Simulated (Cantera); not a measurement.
**Adiabatic ignition**

An adiabatic, constant-volume homogeneous reactor starts with 11.8 % H2, 18.5 % O2, 69.7 % N2, equivalence ratio 0.32, at 1400 K and 750 Torr.

Computed with Cantera and GRI-Mech 3.0 (53 species, 325 reactions).

| t (s) | T (K) | P (bar) | x H2 | x O2 | x H | x OH | x O | x NO |
|---|---|---|---|---|---|---|---|---|
| 7.00e-6 | 1400 | 1.00 | 0.118 | 0.185 | 4.29e-6 | 1.17e-6 | 1.53e-6 | <1e-12 |
| 1.63e-5 | 1404 | 1.00 | 0.113 | 0.182 | 0.00253 | 0.000725 | 0.000919 | 1.24e-9 |
| 3.78e-5 | 1929 | 1.34 | 0.00798 | 0.122 | 0.0146 | 0.0160 | 0.0224 | 2.02e-5 |
| 8.77e-5 | 2242 | 1.52 | 0.00315 | 0.126 | 0.00265 | 0.0142 | 0.00835 | 5.48e-5 |
| 0.000204 | 2355 | 1.59 | 0.00107 | 0.130 | 0.000478 | 0.00925 | 0.00280 | 0.000114 |
| 0.000473 | 2370 | 1.60 | 0.000813 | 0.130 | 0.000313 | 0.00818 | 0.00212 | 0.000208 |
| 0.00110 | 2369 | 1.60 | 0.000810 | 0.130 | 0.000311 | 0.00816 | 0.00211 | 0.000415 |
| 0.00255 | 2368 | 1.60 | 0.000806 | 0.130 | 0.000309 | 0.00813 | 0.00209 | 0.000886 |
| 0.00592 | 2366 | 1.60 | 0.000798 | 0.129 | 0.000304 | 0.00805 | 0.00206 | 0.00192 |
| 0.0138 | 2361 | 1.59 | 0.000782 | 0.128 | 0.000294 | 0.00791 | 0.00200 | 0.00404 |
| 0.0319 | 2353 | 1.59 | 0.000755 | 0.127 | 0.000278 | 0.00767 | 0.00191 | 0.00756 |
| 0.0742 | 2344 | 1.58 | 0.000728 | 0.125 | 0.000262 | 0.00744 | 0.00181 | 0.0112 |
| 0.172 | 2341 | 1.58 | 0.000718 | 0.124 | 0.000256 | 0.00734 | 0.00177 | 0.0126 |
| 0.400 | 2341 | 1.58 | 0.000717 | 0.124 | 0.000256 | 0.00734 | 0.00177 | 0.0127 |
x: mole fraction; the columns are a selection and need not sum to one.

```json
{
 "time_of_steepest_temperature_rise": "22.3 µs",
 "temperature at 0.400 s": "2341 K",
 "equilibrium_temperature": "2341 K",
 "x(H2) at 0.400 s": "0.000717 (gas-phase equilibrium 0.000717)",
 "x(O2) at 0.400 s": "0.124 (gas-phase equilibrium 0.124)",
 "x(H) at 0.400 s": "0.000256 (gas-phase equilibrium 0.000256)"
}
```
